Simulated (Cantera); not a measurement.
A closed system holds: 1 mol CH3Cl, 0.59 mol HCl, 5.7 mol H2, at 2125 K and 23000 Pa.

Equilibrium computed with Cantera from the NASA thermochemical tables; the gas is ideal and each condensed phase is pure. Candidate condensed phases: C, C6H6, C7H8, C8H18; 91 gas species. Rates play no part.

Base state: H2 0.801, HCl 0.190, H 0.00678, C2H2 (acetylene) 0.00134, Cl 0.00118, CH4 4.59e-5 (mole fractions); condensed: C(graphite).

Problem. What changes in the equilibrium state with this change: temperature from 2125 K to 2348 K?

Solution. 
```
species            before    after
----------------  -------  -------
H2                  0.801    0.784
HCl                 0.190    0.185
H                 0.00678   0.0228
Cl                0.00118  0.00386
C2H2 (acetylene)  0.00134  0.00428
CH3               7.53e-6  1.49e-5
CH4               4.59e-5  2.76e-5
C(graphite), mol    0.977    0.927
```

Problem. What changes in the equilibrium state with this change: pressure from 23000 Pa to 5.20 Pa?

Solution. 
```tsv
species	before	after
H2	0.801	0.493
H	0.00678	0.354
HCl	0.190	0.100
Cl	0.00118	0.0527
CH4	4.59e-5	3.93e-9
C2H	3.17e-7	1.65e-5
C(graphite), mol	0.977	0.982
```
